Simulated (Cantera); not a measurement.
Equilibrium for silicon nitride deposition: SiHCl₃ + N₂ + NH₃

Input: 1 mol SiHCl₃, 0.51 mol N₂, 0.37 mol NH₃, at 165 Torr.

Method: chemical equilibrium by Gibbs-energy minimisation in Cantera with the NASA 1993 tables (ideal gas, pure condensed phases). Candidate condensed phases: NH₄Cl, Si, Si₃N₄; 28 gas species. The tables' values for SiCl₃ are old estimates; treat these amounts as uncertain. Kinetics and transport are ignored.

From 700 K to 1300 K the condensed part is Si₃N₄(s). The main Si-bearing gas is SiCl₄ throughout. The share of Si in condensed phases is highest at 1300 K (50.3 %) and lowest at 700 K (41.7 %).

| T (K) | x HCl | x H₂ | x SiCl₄ | x N₂ | x SiCl₃ | x SiHCl₃ | n Si₃N₄(s) |
|---|---|---|---|---|---|---|---|
| 700 | 0.280 | 0.301 | 0.244 | 0.174 | 1.43e-8 | 5.35e-5 | 0.139 |
| 800 | 0.322 | 0.279 | 0.232 | 0.167 | 5.09e-7 | 0.000182 | 0.148 |
| 900 | 0.354 | 0.261 | 0.223 | 0.161 | 8.10e-6 | 0.000467 | 0.154 |
| 1000 | 0.381 | 0.247 | 0.215 | 0.156 | 7.35e-5 | 0.000985 | 0.160 |
| 1100 | 0.402 | 0.235 | 0.209 | 0.152 | 0.000443 | 0.00180 | 0.164 |
| 1200 | 0.418 | 0.225 | 0.202 | 0.150 | 0.00196 | 0.00296 | 0.167 |
| 1300 | 0.430 | 0.217 | 0.192 | 0.148 | 0.00673 | 0.00441 | 0.168 |
x: gas mole fraction; n: condensed amount in mol.
